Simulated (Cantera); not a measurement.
Gas mixture: N₂O = 0.65 (molar parts), at 4.13 Torr, frozen composition.

Cantera's kinetic-theory transport with the Lennard-Jones parameters of GRI-Mech 3.0, ideal gas; thermal conductivity in the mixture-averaged form. The composition is frozen, though it would react at the higher temperatures.

D: mixture-averaged diffusion coefficient of that species in the mixture.

```tsv
T (K)	ρ (kg/m³)	cp (J/kg/K)	μ (µPa s)	λ (mW/m/K)	Pr	D (cm²/s) NH₃	D (cm²/s) C₂H₂	D (cm²/s) H
400	0.00728	970.3	___	25.5	0.741	52.0	38.7	306
650	0.00448	1127	___	44.4	0.739	131	93.5	727
900	0.00323	1227	___	61.5	0.740	237	165	1270
1150	0.00253	1285	___	77.1	0.736	365	252	1930
1400	0.00208	1327	___	91.4	0.733	514	351	2690
1650	0.00176	1359	___	105	0.732	681	463	3540
1900	0.00153	1384	___	117	0.732	865	586	4480
```

**Question.** What belongs in the gaps?

**Answer.** 
- 400, μ (µPa s): 19.5
- 650, μ (µPa s): 29.1
- 900, μ (µPa s): 37.1
- 1150, μ (µPa s): 44.1
- 1400, μ (µPa s): 50.5
- 1650, μ (µPa s): 56.4
- 1900, μ (µPa s): 61.9
